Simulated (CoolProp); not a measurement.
Vapour-liquid equilibrium of benzene (1) + m-xylene (2) at 0.00714 MPa; x and y are mole fractions of (1).

Model: multi-fluid Helmholtz-energy mixture model, Thol 2012 and Zhou 2012; pair parameters Bell 2016, in CoolProp.

Question: Give the bubble temperature and the first vapour's composition at x = 0.15, 0.25, 0.35. Is there an azeotrope?

Answer: x = 0.15: 44.3 °C, y = 0.623; x = 0.25: 37.1 °C, y = 0.768; x = 0.35: 31.8 °C, y = 0.849. No azeotrope shows between x = 0.05 and 0.95.

Pair parameters are fitted to limited data, so mixtures are less certain than the pure fluids.
